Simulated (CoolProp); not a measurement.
Vapour-liquid equilibrium of isobutane (1) + acetone (2) at 369.4 K; x and y are mole fractions of (1).

Computed with CoolProp (multi-fluid Helmholtz-energy mixture model, Bücker 2006 and Lemmon 2006; pair parameters Bell 2016).

```csv
x,bubble pressure (MPa),y at the bubble point,dew pressure at overall composition x (MPa),liquid density (mol/L)
0.05,0.5336,0.365,0.3561,11.76
0.125,0.7849,0.573,0.3872,11.35
0.2,0.9852,0.666,0.4239,10.95
0.275,1.141,0.718,0.4677,10.55
0.35,1.261,0.751,0.5213,10.17
0.425,1.356,0.776,0.5881,9.797
0.5,1.433,0.796,0.6739,9.433
0.575,1.502,0.814,0.7877,9.082
0.65,1.566,0.834,0.9443,8.747
0.725,1.631,0.856,1.165,8.432
0.8,1.695,0.883,1.449,8.141
0.875,1.760,0.918,1.677,7.882
0.95,1.819,0.963,1.804,7.660
```

No azeotrope shows between x = 0.05 and 0.95.

Pair parameters are fitted to limited data, so mixtures are less certain than the pure fluids. With so large a gap from Raoult's law the liquid may split in two, which this calculation doesn't test in full.
